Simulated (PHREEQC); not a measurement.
# Brine: an equilibrium model

Consider water at 50 °C with 0.105 mol H2SO4, 0.0005 mol H3BO3 and 6e-05 mol MgCl2 per kg of water. Closed to the air; pH follows from the charge balance.

The numbers come from PHREEQC with the ion-association model, phreeqc.dat.

No solid was allowed to form.

**Question.** Estimate the pH, specific conductance.

**Answer.** pH 1.02; specific conductance 62600 µS/cm.

**Question.** In which forms is Mg present?

**Answer.** Mg+2 62 %, MgSO4 38 % of the Mg.

Constants without temperature data keep their 25 °C values here.
